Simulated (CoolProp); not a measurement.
Vapour-liquid equilibrium of acetone (1) + p-xylene (2) at 0.107 MPa; x and y are mole fractions of (1).

The numbers come from the multi-fluid Helmholtz-energy mixture model, Lemmon 2006 and Zhou 2012; pair parameters Bell 2016 in CoolProp.

Q: Give the bubble temperature and the first vapour's composition at x = 0.05, 0.45, 0.85. Is there an azeotrope?

A: x = 0.05: 393.9 K, y = 0.437; x = 0.45: 347.7 K, y = 0.918; x = 0.85: 334.9 K, y = 0.980. No azeotrope shows between x = 0.05 and 0.95.

Pair parameters are fitted to limited data, so mixtures are less certain than the pure fluids.
